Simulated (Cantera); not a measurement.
Equilibrium for carbon deposition, reforming and gasification: C2H4 + CO2 + H2

Charge: 1 mol C2H4, 0.12 mol CO2, 25 mol H2.

Cantera equilibrium calculation (NASA polynomials, part measured and part estimated; ideal gas, pure solids and liquids). Candidate condensed phases: C, C6H6, C7H8, C8H18, H2O; 110 gas species. The ideal-gas law is rough above about 30 bar. The numbers say what is thermodynamically allowed, not how fast it happens.

Problem. Map the stable condensed phases over T = 573, 773, 973, 1173, 1373, 1573, 1773, 1973, 2173 K and P in Pa = 10, 46, 220, 1000, 4600, 22000, 100000, 460000, 2200000, 10000000.

Solution. 
```
T in K \ P in Pa
               10       46      220     1000     4600    22000   100000   460000  2200000 10000000
   2173         A        A        A        A        A        A        A        A        A        A
   1973         A        A        A        A        A        A        A        A        A        A
   1773         A        A        A        A        A        A        A        A        A        A
   1573         A        A        A        A        A        A        A        A        A        B
   1373         A        A        A        A        A        A        A        A        B        B
   1173         A        A        A        A        A        A        A        A        B        B
    973         A        A        A        A        A        A        B        B        B        B
    773         A        A        A        A        A        B        B        B        B        B
    573         A        A        B        B        B        B        B        B        B        B
```
A: C; B: gas only.
